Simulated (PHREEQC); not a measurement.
PHREEQC input (ion-association model, wateq4f.dat):

```
SOLUTION_MASTER_SPECIES
  An  An-  0  An  62.0  # stands for a non-complexing anion
SOLUTION_SPECIES
  An- = An-
    -log_k 0
    -gamma 3.0 0
PHASES
  Fix_H+
    H+ = H+
    -log_k 0
SOLUTION 1
  temp 25
  units mmol/kgw
  pH 7 charge
  S(6) 0.012
  Zn 0.012
  Cl 0.00012
  Ba 6e-05
  Na 300
  An 300
END
SELECTED_OUTPUT 1
  -reset false
  -pH true
  -pe true
  -ionic_strength true
  -water true
  -totals Ba Cl Na S Zn S(-2) S(6)
  -molalities Hfo_wOH Hfo_wOH2+ Hfo_wO- Hfo_sOH Hfo_sOH2+ Hfo_sO- Hfo_sOZn+ Hfo_wOZn+ Hfo_wSO4- Hfo_wOHSO4-2
    Hfo_sOHBa+2 Hfo_wOBa+
  -saturation_indices Barite Zn(OH)2-e Zn4(OH)6SO4 Zn5(OH)8Cl2 Halite Mirabilite Goslarite
USER_PUNCH 1
  -headings sigma psi
  10 PUNCH EDL("sigma", "Hfo"), EDL("psi", "Hfo")
PRINT
  -reset false
USE solution 1
SURFACE 1
  Hfo_wOH 4.26966e-05 600 0.019
  Hfo_sOH 1.06742e-06
EQUILIBRIUM_PHASES 1
  Fix_H+ -3 HAn 10
    -force_equality true
  O2(g) -0.68 10
END
# ... the last block is repeated for the other 16 points of pH, with NaOH or the acid as the point needs
```

Selected output (columns that matter, 17 of 17 rows; pH added in front):

```
pH	mu	Ba	Na	S	Zn	si_Barite	si_Zn(OH)2-e	si_Zn4(OH)6SO4	si_Zn5(OH)8Cl2	si_Halite	si_Mirabilite	si_Goslarite	sigma	psi
3	0.30134	6e-08	0.3	9.6005e-06	1.2e-05	-3.6094	-10.968	-38.031	-56.006	-9.3329	-6.0255	-9.299	0.32771	0.1197
3.38	0.30059	6e-08	0.3	9.6099e-06	1.2e-05	-3.602	-10.207	-35.742	-52.964	-9.3327	-6.0183	-9.2916	0.32504	0.11935
3.75	0.30029	6e-08	0.3	9.6769e-06	1.2e-05	-3.5961	-9.4672	-33.516	-50.003	-9.3326	-6.0125	-9.2857	0.32008	0.1186
4.12	0.30016	6e-08	0.3	9.831e-06	1.2e-05	-3.588	-8.7272	-31.288	-47.043	-9.3326	-6.0044	-9.2776	0.31029	0.11705
4.5	0.3001	6e-08	0.3	1.0121e-05	1.1998e-05	-3.5748	-7.9672	-28.995	-44.003	-9.3326	-5.9912	-9.2645	0.29218	0.11403
4.88	0.30007	6e-08	0.3	1.0551e-05	1.1991e-05	-3.5566	-7.2075	-26.698	-40.964	-9.3326	-5.9729	-9.2465	0.2644	0.10904
5.25	0.30006	5.9999e-08	0.3	1.1031e-05	1.196e-05	-3.5372	-6.4686	-24.463	-38.01	-9.3326	-5.9535	-9.2282	0.22975	0.10205
5.62	0.30006	5.9999e-08	0.3	1.1451e-05	1.1842e-05	-3.5209	-5.733	-22.244	-35.072	-9.3326	-5.9373	-9.2163	0.19153	0.093115
6	0.30005	5.9997e-08	0.3	1.174e-05	1.1518e-05	-3.5101	-4.9851	-20.002	-32.092	-9.3326	-5.9264	-9.2176	0.15293	0.082295
6.38	0.30005	5.9997e-08	0.3	1.1892e-05	1.1055e-05	-3.5045	-4.2432	-17.789	-29.143	-9.3326	-5.9208	-9.2301	0.11787	0.070235
6.75	0.30004	5.9997e-08	0.3	1.1958e-05	1.0469e-05	-3.5021	-3.5275	-15.663	-26.304	-9.3326	-5.9184	-9.252	0.088343	0.057712
7.12	0.30004	5.9998e-08	0.3	1.1984e-05	9.1289e-06	-3.5011	-2.8486	-13.687	-23.65	-9.3326	-5.9175	-9.3121	0.064924	0.04566
7.5	0.30003	5.9998e-08	0.30001	1.1993e-05	6.511e-06	-3.5008	-2.24	-12.012	-21.366	-9.3326	-5.9171	-9.4631	0.048033	0.035511
7.88	0.30003	5.9997e-08	0.30001	1.1997e-05	3.6454e-06	-3.5006	-1.7465	-10.798	-19.659	-9.3325	-5.9169	-9.7295	0.034852	0.026655
8.25	0.30003	5.9994e-08	0.30002	1.1999e-05	1.7075e-06	-3.5006	-1.3866	-10.098	-18.599	-9.3325	-5.9168	-10.11	0.020995	0.016502
8.62	0.30004	5.9985e-08	0.30003	1.2e-05	8.1787e-07	-3.5006	-1.1392	-9.8487	-18.103	-9.3325	-5.9168	-10.602	0.0045839	0.003662
9	0.30005	5.9951e-08	0.30004	1.2e-05	5.894e-07	-3.5008	-0.9557	-9.8745	-17.945	-9.3325	-5.9167	-11.179	-0.0144	-0.011419
```

The oxide is taken as insoluble; below pH 4 it would dissolve.
